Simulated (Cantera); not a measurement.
Charge: 1 mol SrCl₂, 16 mol H₂, 95 mol N₂, held at 608 Torr.

Equilibrium computed with Cantera from the NASA thermochemical tables; the gas is ideal and each condensed phase is pure. Candidate condensed phases: NH₄Cl, Sr, SrCl₂; 15 gas species. Kinetics and transport are ignored.

x: gas mole fraction; n: condensed amount in mol.

```csv
T (K),x N₂,x H₂,x SrCl₂,x NH₃,x HCl,x SrCl,x H,n SrCl₂(s),n SrCl₂(l)
673,0.856,0.143,<1e-12,0.000548,<1e-12,<1e-12,<1e-12,1.00,0
773,0.856,0.144,<1e-12,…,<1e-12,<1e-12,<1e-12,1.00,0
873,0.856,0.144,6.82e-12,6.21e-5,4.48e-12,<1e-12,1.97e-11,1.00,0
973,0.856,0.144,8.22e-10,2.87e-5,1.89e-10,2.16e-11,4.56e-10,1.00,0
1073,0.856,0.144,…,…,…,…,…,1.000,0
1173,0.856,0.144,7.56e-7,8.92e-6,4.74e-8,1.65e-8,4.97e-8,0,1.000
1273,0.856,0.144,8.45e-6,5.68e-6,3.77e-7,1.78e-7,3.01e-7,0,0.999
1373,0.856,0.144,6.44e-5,3.86e-6,2.24e-6,1.30e-6,1.40e-6,0,0.993
1473,0.856,0.144,0.000362,2.76e-6,1.05e-5,7.02e-6,5.34e-6,0,0.959
1573,0.854,0.144,0.00159,2.05e-6,4.02e-5,2.98e-5,1.71e-5,0,0.819
1673,0.851,0.143,0.00576,1.57e-6,0.000131,0.000104,4.79e-5,0,0.343
```

Q: Fill in the missing entries.

A: 
- 1073, x SrCl₂: 3.65e-8
- 1073, x NH₃: 1.52e-5
- 1073, x HCl: 3.90e-9
- 1073, x SrCl: 8.62e-10
- 1073, x H: 5.91e-9
- 773, x NH₃: 0.000162
